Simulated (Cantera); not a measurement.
## Premixed flame

A freely propagating, adiabatic, planar premixed flame of 7.14 % CH₄, 2.43 % C₂H₆, 19.0 % O₂, 71.4 % N₂, unburnt at 625 K and 0.350 bar; unity-Lewis-number transport, grid criteria slope 0.08 and curve 0.16, no radiation.

Detailed kinetics in Cantera: GRI-Mech 3.0 (53 species, 325 reactions). Unity Lewis numbers drop preferential diffusion, which matters most where H2 and H carry the flame. Burning velocities carry a grid error of a few per cent, more on coarse grids.

```json
[
 {"z (mm)": "-2.96", "T (K)": "625", "u (m/s)": "1.06", "x CH₄": "0.0714", "x C₂H₆": "0.0243", "x O₂": "0.190", "x OH": "<1e-8", "x O": "<1e-8", "x HCN": "<1e-8"},
 {"z (mm)": "-1.97", "T (K)": "629", "u (m/s)": "1.06", "x CH₄": "0.0712", "x C₂H₆": "0.0242", "x O₂": "0.190", "x OH": "<1e-8", "x O": "<1e-8", "x HCN": "3.16e-8"},
 {"z (mm)": "-1.48", "T (K)": "641", "u (m/s)": "1.08", "x CH₄": "0.0706", "x C₂H₆": "0.0239", "x O₂": "0.188", "x OH": "<1e-8", "x O": "<1e-8", "x HCN": "1.37e-7"},
 {"z (mm)": "-0.986", "T (K)": "719", "u (m/s)": "1.22", "x CH₄": "0.0666", "x C₂H₆": "0.0222", "x O₂": "0.179", "x OH": "3.74e-7", "x O": "1.80e-8", "x HCN": "8.34e-7"},
 {"z (mm)": "-0.493", "T (K)": "1118", "u (m/s)": "1.94", "x CH₄": "0.0450", "x C₂H₆": "0.0132", "x O₂": "0.132", "x OH": "1.94e-5", "x O": "3.98e-6", "x HCN": "4.60e-6"},
 {"z (mm)": "-0.247", "T (K)": "1510", "u (m/s)": "2.69", "x CH₄": "0.0228", "x C₂H₆": "0.00451", "x O₂": "0.0833", "x OH": "0.000302", "x O": "9.40e-5", "x HCN": "8.69e-6"},
 {"z (mm)": "0", "T (K)": "1878", "u (m/s)": "3.42", "x CH₄": "0.00387", "x C₂H₆": "0.000145", "x O₂": "0.0355", "x OH": "0.00339", "x O": "0.00119", "x HCN": "1.27e-5"},
 {"z (mm)": "0.247", "T (K)": "1999", "u (m/s)": "3.66", "x CH₄": "0.000152", "x C₂H₆": "1.89e-7", "x O₂": "0.0154", "x OH": "0.00833", "x O": "0.00359", "x HCN": "8.16e-6"},
 {"z (mm)": "0.493", "T (K)": "2023", "u (m/s)": "3.70", "x CH₄": "3.23e-6", "x C₂H₆": "<1e-8", "x O₂": "0.0109", "x OH": "0.00979", "x O": "0.00445", "x HCN": "3.15e-6"},
 {"z (mm)": "0.986", "T (K)": "2050", "u (m/s)": "3.74", "x CH₄": "<1e-8", "x C₂H₆": "<1e-8", "x O₂": "0.00910", "x OH": "0.00996", "x O": "0.00429", "x HCN": "4.42e-7"},
 {"z (mm)": "1.97", "T (K)": "2088", "u (m/s)": "3.80", "x CH₄": "<1e-8", "x C₂H₆": "<1e-8", "x O₂": "0.00796", "x OH": "0.00970", "x O": "0.00371", "x HCN": "1.97e-8"},
 {"z (mm)": "3.94", "T (K)": "2140", "u (m/s)": "3.88", "x CH₄": "<1e-8", "x C₂H₆": "<1e-8", "x O₂": "0.00657", "x OH": "0.00910", "x O": "0.00288", "x HCN": "<1e-8"},
 {"z (mm)": "7.89", "T (K)": "2203", "u (m/s)": "3.97", "x CH₄": "<1e-8", "x C₂H₆": "<1e-8", "x O₂": "0.00483", "x OH": "0.00804", "x O": "0.00195", "x HCN": "<1e-8"}
]
```
x: mole fraction of selected species; z is measured from the peak of heat release.

- laminar burning velocity = 106 cm/s
- thermal thickness = 0.986 mm
- peak x(OH) = 0.00998
- peak x(O) = 0.00448
- peak x(HCN) = 1.28e-5
- grid points = 148
